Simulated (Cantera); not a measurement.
# Equilibrium for silicon oxide and oxynitride deposition: HMDSO + CO2 + N2

Charge: 1 mol HMDSO, 0.15 mol CO2, 170 mol N2, at 0.0593 Torr.

Method: chemical equilibrium by Gibbs-energy minimisation in Cantera with the NASA 1993 tables (ideal gas, pure condensed phases). Candidate condensed phases: C, C6H6, C7H8, C8H18, H2O, Si, SiC, SiO2, Si2N2O, Si3N4; 151 gas species. The feed counts by its element totals alone. N2 is the only nitrogen source here; it is nearly inert below about 1500 K, so the nitride shown seldom forms there in practice. The tables' values for SiN are old estimates; treat these amounts as uncertain. Rates play no part.

From 402 °C to 502 °C the condensed part is C(graphite) + SiO2(α-quartz) + Si2N2O(s). From 602 °C to 902 °C the condensed part is C(graphite) + Si2N2O(s). From 1002 °C to 1602 °C the condensed part is C(graphite) + SiC(s). At 1702 °C the condensed part is C(graphite).

```
T (°C)   x N2    x H2       x H      x Si      x CO     x HCN    x SiC2  n C(graphite)  n SiO2(α-quartz)  n Si2N2O(s)  n SiC(s)
------  -----  ------  --------  --------  --------  --------  --------  -------------  ----------------  -----------  --------
402     0.949  0.0505    <1e-12    <1e-12   6.21e-6  4.93e-10    <1e-12           6.15             0.199        0.900         0
502     0.949  0.0505  2.51e-11    <1e-12  0.000392   1.07e-8    <1e-12           6.08             0.153        0.923         0
602     0.948  0.0505   1.27e-9    <1e-12   0.00168   1.15e-7    <1e-12           5.85                 0         1.00         0
702     0.948  0.0505   2.89e-8    <1e-12   0.00168   7.53e-7    <1e-12           5.85                 0         1.00         0
802     0.948  0.0505   3.71e-7    <1e-12   0.00168   3.47e-6    <1e-12           5.85                 0         1.00         0
902     0.948  0.0505   3.10e-6  2.92e-12   0.00168   1.23e-5    <1e-12           5.85                 0        1.000         0
1002    0.943  0.0499   1.85e-5  6.33e-10   0.00721   3.53e-5    <1e-12           2.85                 0            0      2.00
1102    0.943  0.0498   8.61e-5   2.22e-8   0.00720   8.75e-5  1.20e-11           2.84                 0            0      2.00
1202    0.943  0.0496  0.000325   4.80e-7   0.00720  0.000191  6.75e-10           2.82                 0            0      2.00
1302    0.942  0.0492   0.00104   7.00e-6   0.00719  0.000376   2.25e-8           2.79                 0            0      2.00
1402    0.941  0.0481   0.00286   7.39e-5   0.00717  0.000678   4.90e-7           2.75                 0            0      1.98
1502    0.938  0.0456   0.00696  0.000596   0.00714   0.00112   7.49e-6           2.76                 0            0      1.88
1602    0.931  0.0410    0.0149   0.00384   0.00708   0.00170   8.51e-5           3.24                 0            0      1.25
1702    0.918  0.0334    0.0281    0.0101   0.00700   0.00234  0.000372           4.22                 0            0         0
```
x: gas mole fraction; n: condensed amount in mol.
